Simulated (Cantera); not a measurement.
Feed: 1 mol B2O3, 140 mol H2, at 1948 K and 13.3 mbar.

These are equilibrium values from Cantera (NASA tables, ideal gas, pure condensed phases), not measurements of a reactor. Candidate condensed phases: B, B2O3, B3O3H3, H2O; 23 gas species. Equilibrium is a limit: real reactors are often held back by kinetics, nucleation or transport.

Base state: H2 0.975, H 0.00966, HBO 0.00740, HBO2 0.00399, H2O 0.00243, BO 0.00112, B2O3 0.000630, B2O2 0.000166 (mole fractions); condensed: gas only.

### Question
What changes in the equilibrium state with this change: temperature from 1948 K to 1750 K?

### Answer
```csv
species,before,after
H2,0.975,0.984
HBO,0.00740,0.00678
HBO2,0.00399,0.00465
H,0.00966,0.00200
H2O,0.00243,0.00139
BO,0.00112,0.000260
B2O3,0.000630,0.00104
B2O2,0.000166,0.000196
```
